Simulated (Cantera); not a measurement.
An isothermal, constant-pressure homogeneous reactor starts with H2 : O2 = 0.061 : 1 (molar parts), equivalence ratio 0.030, at 1350 K and 0.0345 atm.

Computed with Cantera and the H2/O2 subset of GRI-Mech 3.0, which has no nitrogen chemistry. Radical loss at walls, strong at low pressure, is not modelled. The temperature is held fixed by assumption; the heat of reaction is taken as removed at once.

x: mole fraction; the columns are a selection and need not sum to one.

```tsv
t (s)	x H2	x O2	x H2O2	x O	x H	x OH
0.000600	0.00379	0.900	3.11e-7	0.0339	0.00963	0.00818
0.00155	[?]	0.900	1.83e-7	0.0360	[?]	[?]
0.00399	0.000791	0.910	1.79e-7	0.0275	0.00450	0.00502
0.0103	[?]	0.924	[?]	[?]	[?]	[?]
0.0265	0.000153	0.935	1.10e-7	0.00500	0.000355	0.00223
0.0682	3.39e-5	0.939	5.60e-8	0.00110	3.67e-5	0.00106
0.176	6.65e-6	0.940	2.26e-8	0.000216	3.20e-6	0.000470
0.453	1.44e-6	0.941	8.27e-9	4.70e-5	3.26e-7	0.000220
1.17	3.75e-7	0.941	3.03e-9	1.22e-5	4.34e-8	0.000112
3.01	1.24e-7	0.941	1.30e-9	4.08e-6	8.34e-9	6.48e-5
7.76	7.09e-8	0.941	8.82e-10	2.33e-6	3.61e-9	4.90e-5
20.0	6.70e-8	0.941	8.52e-10	2.20e-6	3.32e-9	4.76e-5
```

Question: Fill in the missing entries.

Answer: 
- 0.00155, x H2: 0.00101
- 0.00155, x H: 0.00670
- 0.00155, x OH: 0.00565
- 0.0103, x H2: 0.000449
- 0.0103, x H2O2: 1.59e-7
- 0.0103, x O: 0.0151
- 0.0103, x H: 0.00184
- 0.0103, x OH: 0.00381
